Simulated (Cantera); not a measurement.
A Cantera script and what it prints.

```python
import numpy as np
import cantera as ct

gas_names = """
    H HNO HNO2 HNO3 HO2 H2 H2O H2O2 N NH NH2 NH3 NH2OH NO NO2 NO3 N2 N2H2 N2H4 N2O O OH O2 O3 Si SiH
    SiH2 SiH3 SiH4 SiN SiO SiO2 Si2 Si2N Si3
""".split()
cond_names = """
    H2O(s) H2O(L) Si(cr) Si(L) SiO2(Lqz) SiO2(hqz) SiO2(L) Si2N2O(s) Si3N4(a)
""".split()


def load(file, names, dense=False):
    # The tables refer to 1 bar. Condensed volumes are neglected.
    table = {s.name: s for s in ct.Species.list_from_file(file)}
    out = []
    for n in names:
        d = dict(table[n].input_data)
        d["thermo"] = dict(d["thermo"], **{"reference-pressure": 1e5})
        if dense:
            d["equation-of-state"] = {"model": "constant-volume", "density": "1e6 g/cm^3"}
        out.append(ct.Species.from_dict(d))
    return out


gas = ct.Solution(thermo="ideal-gas", species=load("nasa_gas.yaml", gas_names))
cond = {s.name: ct.Solution(thermo="fixed-stoichiometry", species=[s], name=s.name)
        for s in load("nasa_condensed.yaml", cond_names, dense=True)}
atoms = {
    'Si2H6': {'Si': 2, 'H': 6},
    'NO': {'N': 1, 'O': 1},
    'H2': {'H': 2},
}
top_T = {'Si2N2O(s)': 2100, 'Si3N4(a)': 2400}  # K; cautious upper limits of use, not melting points


def equilibrate(T, P, feed):
    n = {}
    for name, mol in feed.items():
        for a, k in atoms[name].items():
            n[a] = n.get(a, 0.0) + k * mol
    gas.TPX = T, P, n
    mass = sum(n.values()) * gas.mean_molecular_weight
    gas.equilibrate("TP")
    valid = [c for c in cond.values() if c.min_temp <= T <= top_T.get(c.name, c.max_temp)]
    mix = ct.Mixture([(gas, mass / gas.mean_molecular_weight)] + [(c, 0.0) for c in valid])
    mix.T, mix.P = T, P
    mix.equilibrate("TP", solver="vcs", rtol=1e-11, max_steps=5000)
    return mix


results = []
feed = {'Si2H6': 1, 'NO': 0.34, 'H2': 18}  # mol
P = 100000  # Pa
for T in [1400, 1450, 1500, 1550, 1600, 1650, 1700, 1750, 1800, 1850, 1900, 1950]:
    mix = equilibrate(T, P, feed)
    results.append((T, P, feed, dict(zip(mix.species_names, mix.species_moles))))
    x = sorted(zip(gas.X, gas.species_names), reverse=True)
    print(f"T = {T:g} K  P = {P:g} Pa  gas = {mix.phase_moles(0):.4g} mol")
    print("   x: " + "  ".join(f"{s} {v:.3e}" for v, s in x if v > 0.001))
    print("   condensed (mol): " + ("  ".join(f"{mix.phase(i).name} {mix.phase_moles(i):.4g}"
          for i in range(1, mix.n_phases) if mix.phase_moles(i) > 1e-12) or "none"))
```

Result:

```
T = 1400 K  P = 100000 Pa  gas = 21 mol
   x: H2 9.999e-01
   condensed (mol): Si(cr) 1.574  SiO2(hqz) 0.08422  Si2N2O(s) 0.17
T = 1450 K  P = 100000 Pa  gas = 21 mol
   x: H2 9.998e-01
   condensed (mol): Si(cr) 1.573  SiO2(hqz) 0.08286  Si2N2O(s) 0.17
T = 1500 K  P = 100000 Pa  gas = 21.01 mol
   x: H2 9.995e-01
   condensed (mol): Si(cr) 1.57  SiO2(hqz) 0.07952  Si2N2O(s) 0.17
T = 1550 K  P = 100000 Pa  gas = 21.03 mol
   x: H2 9.987e-01  SiO 1.249e-03
   condensed (mol): Si(cr) 1.562  SiO2(hqz) 0.07181  Si2N2O(s) 0.17
T = 1600 K  P = 100000 Pa  gas = 21.06 mol
   x: H2 9.971e-01  SiO 2.846e-03
   condensed (mol): Si(cr) 1.545  SiO2(hqz) 0.05495  Si2N2O(s) 0.17
T = 1650 K  P = 100000 Pa  gas = 21.13 mol
   x: H2 9.937e-01  SiO 6.157e-03
   condensed (mol): Si(cr) 1.51  SiO2(hqz) 0.01982  Si2N2O(s) 0.1699
T = 1700 K  P = 100000 Pa  gas = 21.17 mol
   x: H2 9.918e-01  SiO 8.028e-03
   condensed (mol): Si(L) 1.49  Si2N2O(s) 0.1697
T = 1750 K  P = 100000 Pa  gas = 21.18 mol
   x: H2 9.916e-01  SiO 8.085e-03
   condensed (mol): Si(L) 1.491  Si2N2O(s) 0.1685
T = 1800 K  P = 100000 Pa  gas = 21.19 mol
   x: H2 9.909e-01  SiO 8.359e-03
   condensed (mol): Si(L) 1.497  Si2N2O(s) 0.1627
T = 1850 K  P = 100000 Pa  gas = 21.24 mol
   x: H2 9.885e-01  SiO 9.449e-03  N2 1.454e-03
   condensed (mol): Si(L) 1.52  Si2N2O(s) 0.1391
T = 1900 K  P = 100000 Pa  gas = 21.38 mol
   x: H2 9.817e-01  SiO 1.268e-02  N2 4.735e-03
   condensed (mol): Si(L) 1.59  Si2N2O(s) 0.06873
T = 1950 K  P = 100000 Pa  gas = 21.52 mol
   x: H2 9.750e-01  SiO 1.579e-02  N2 7.897e-03  H 1.132e-03
   condensed (mol): Si(L) 1.658
```

Cantera equilibrium calculation (NASA polynomials, part measured and part estimated; ideal gas, pure solids and liquids). The feed counts by its element totals alone. Mutual solubility and eutectic melting of coexisting phases are not modelled. The tables hold silica as quartz up to 1696 K and as liquid above; real silica turns to tridymite and cristobalite and melts near 1996 K. Gases not in the tables: Si2H6 and higher silanes.
